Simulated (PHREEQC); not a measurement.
Dissolve 0.0077 mol/kgw HBr, 0.016 mol/kgw AlCl3 and 0.016 mol/kgw CuCl2 at 77 °C. Closed to the air; pH follows from the charge balance.

All values are PHREEQC results (ion-association model, phreeqc.dat), not measurements.

Each row changes one thing in this solution. Precipitation was switched off in this run.

```
case                                                pH  ionic strength (mol/kgw)  Cl- (mol/kgw)  AlOH+2 (mol/kgw)  Al(OH)2+ (mol/kgw)  SI of Gibbsite (Al(OH)3)
------------------------------------------------  ----  ------------------------  -------------  ----------------  ------------------  ------------------------
as made                                           2.20                     0.139         0.0739          0.000215             3.21e-6                     -1.72
temperature from 77 to 10 °C                      2.20                     0.151         0.0794           4.09e-6            5.52e-10                     -5.00
temperature from 77 to 50 °C                      2.21                     0.146         0.0770           5.05e-5             1.81e-7                     -2.86
diluted 100-fold with water                       3.67                   0.00127       0.000798           5.05e-5             4.67e-5                     +1.02
HBr left out                                      2.96                     0.129         0.0738           0.00117            0.000102                     +0.54
0.003 mol/kgw H2SO4 added                         1.98                     0.136         0.0739          0.000116             1.05e-6                     -2.43
CuCl2 replaced by (CH3)4NCl at the same molality  2.20                     0.119         0.0640          0.000218             3.35e-6                     -1.70
```

Some of these states are supersaturated (in Gibbsite (slow to form), for instance). Away from 25 °C the constants follow the database's enthalpies or fits; those with neither stay at their 25 °C values.
